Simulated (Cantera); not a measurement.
Input: 1 mol CH₃F, 0.22 mol F₂, 4.5 mol H₂, equilibrated at 120 Pa.

Cantera equilibrium calculation (NASA polynomials, part measured and part estimated; ideal gas, pure solids and liquids). Candidate condensed phases: C, C₆H₆, C₇H₈, C₈H₁₈; 95 gas species. Kinetics and transport are ignored.

log p: log10 of the partial pressure in bar; n: condensed amount in mol.

```json
[
 {"T (K)": "1000", "log p H₂": "-3.03", "log p HF": "-3.59", "log p H": "-10.16", "log p C₂H₂ (acetylene)": "-11.97", "log p CH₄": "-7.07", "log p F": "<-14", "n C(graphite)": "1.000"},
 {"T (K)": "1100", "log p H₂": "-3.03", "log p HF": "-3.59", "log p H": "-9.10", "log p C₂H₂ (acetylene)": "-10.90", "log p CH₄": "-7.50", "log p F": "<-14", "n C(graphite)": "1.000"},
 {"T (K)": "1200", "log p H₂": "-3.03", "log p HF": "-3.59", "log p H": "-8.22", "log p C₂H₂ (acetylene)": "-10.01", "log p CH₄": "-7.85", "log p F": "(withheld)", "n C(graphite)": "1.000"},
 {"T (K)": "1300", "log p H₂": "-3.03", "log p HF": "-3.59", "log p H": "-7.47", "log p C₂H₂ (acetylene)": "-9.27", "log p CH₄": "-8.16", "log p F": "(withheld)", "n C(graphite)": "1.000"},
 {"T (K)": "1400", "log p H₂": "-3.03", "log p HF": "-3.59", "log p H": "-6.83", "log p C₂H₂ (acetylene)": "-8.62", "log p CH₄": "-8.42", "log p F": "(withheld)", "n C(graphite)": "1.000"},
 {"T (K)": "1500", "log p H₂": "-3.03", "log p HF": "-3.59", "log p H": "-6.27", "log p C₂H₂ (acetylene)": "-8.07", "log p CH₄": "-8.64", "log p F": "(withheld)", "n C(graphite)": "1.000"},
 {"T (K)": "1600", "log p H₂": "-3.03", "log p HF": "-3.59", "log p H": "-5.78", "log p C₂H₂ (acetylene)": "-7.59", "log p CH₄": "-8.84", "log p F": "(withheld)", "n C(graphite)": "1.000"},
 {"T (K)": "1700", "log p H₂": "-3.03", "log p HF": "-3.59", "log p H": "-5.35", "log p C₂H₂ (acetylene)": "-7.16", "log p CH₄": "-9.02", "log p F": "(withheld)", "n C(graphite)": "0.999"},
 {"T (K)": "1800", "log p H₂": "-3.03", "log p HF": "-3.59", "log p H": "-4.96", "log p C₂H₂ (acetylene)": "-6.79", "log p CH₄": "-9.17", "log p F": "(withheld)", "n C(graphite)": "0.998"},
 {"T (K)": "1900", "log p H₂": "-3.04", "log p HF": "-3.59", "log p H": "-4.62", "log p C₂H₂ (acetylene)": "-6.45", "log p CH₄": "-9.32", "log p F": "(withheld)", "n C(graphite)": "0.996"},
 {"T (K)": "2000", "log p H₂": "-3.05", "log p HF": "-3.60", "log p H": "-4.31", "log p C₂H₂ (acetylene)": "-6.16", "log p CH₄": "-9.47", "log p F": "(withheld)", "n C(graphite)": "0.992"},
 {"T (K)": "2100", "log p H₂": "-3.07", "log p HF": "-3.61", "log p H": "-4.04", "log p C₂H₂ (acetylene)": "-5.91", "log p CH₄": "-9.61", "log p F": "(withheld)", "n C(graphite)": "0.985"},
 {"T (K)": "2200", "log p H₂": "-3.10", "log p HF": "-3.62", "log p H": "-3.80", "log p C₂H₂ (acetylene)": "-5.69", "log p CH₄": "-9.78", "log p F": "(withheld)", "n C(graphite)": "0.975"}
]
```

**Question.** Some entries are withheld; supply them.

**Answer.** 
- 1200, log p F: -14.52
- 1300, log p F: -13.32
- 1400, log p F: -12.29
- 1500, log p F: -11.39
- 1600, log p F: -10.61
- 1700, log p F: -9.92
- 1800, log p F: -9.30
- 1900, log p F: -8.75
- 2000, log p F: -8.25
- 2100, log p F: -7.80
- 2200, log p F: -7.39
